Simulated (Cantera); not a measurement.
Source: NASA polynomial tables (part measured, part estimated), evaluated in Cantera. Values are per mole of reaction as written; species without (g) are pure solids or liquids, kept so even where they would boil at 1 bar.

10 OH(g) + 2 P2(g) → P4O10 + 10 H(g)

```tsv
T (K)	ΔH° (kJ)	ΔS° (J/K)	ΔG° (kJ)	log10 K
400	-1502.5	-874.1	-1152.9	150.55
450	___	___	___	___
500	-1490.0	-846.4	-1066.8	111.45
550	___	___	___	___
600	___	___	___	___
```

### Question
Complete the blanks.

### Answer

- 450, ΔH° (kJ): -1496.8
- 450, ΔS° (J/K): -860.6
- 450, ΔG° (kJ): -1109.5
- 450, log10 K: 128.78
- 550, ΔH° (kJ): -1482.4
- 550, ΔS° (J/K): -831.9
- 550, ΔG° (kJ): -1024.9
- 550, log10 K: 97.33
- 600, ΔH° (kJ): -1473.9
- 600, ΔS° (J/K): -817.1
- 600, ΔG° (kJ): -983.6
- 600, log10 K: 85.63
